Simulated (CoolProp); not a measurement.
Properties of propylene at several states.

The numbers come from the reference Helmholtz-energy equation of state, Lemmon 2013 in CoolProp.

```tsv
T (K)	p (kPa)	phase	density (kg/m³)	conductivity (mW/(m K))	Prandtl number
524.8	240	gas	2.327	46.6	0.744
311.5	3610	liquid	490.6	107	2.24
245.1	21500	liquid	610.4	148	2.81
455.6	339	gas	3.813	36.7	0.753
```

Viscosity comes from a separate model (Huber 2003), an estimate that may be off by 10 % or more. Thermal conductivity comes from a separate model (Huber 2003), an estimate that may be off by 10 % or more.
